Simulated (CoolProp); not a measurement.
Properties of CF4 (R14) along the isobar 0.101 MPa (Tc = -45.8 °C, pc = 3.762 MPa, ω = 0.178).

Model: reference Helmholtz-energy equation of state, Platzer 1990, in CoolProp. This equation is an older, rougher fit.

| T (°C) | phase | cv (kJ/(kg K)) | fugacity coefficient |
|---|---|---|---|
| -69.05 | gas | 0.4495 | 0.9874 |
| -62.25 | gas | 0.4606 | 0.9885 |
| -55.55 | gas | 0.4716 | 0.9896 |
| -48.85 | gas | 0.4826 | 0.9905 |
| -42.15 | gas | 0.4936 | 0.9913 |
| -35.35 | gas | 0.5048 | 0.9921 |
| -28.65 | gas | 0.5158 | 0.9927 |
| -21.95 | gas | 0.5267 | 0.9933 |
| -15.25 | gas | 0.5375 | 0.9939 |
| -8.55 | gas | 0.5483 | 0.9944 |
| -1.75 | gas | 0.5591 | 0.9948 |
| 4.95 | gas | 0.5696 | 0.9952 |
| 11.65 | gas | 0.5800 | 0.9956 |
| 18.35 | gas | 0.5902 | 0.9960 |
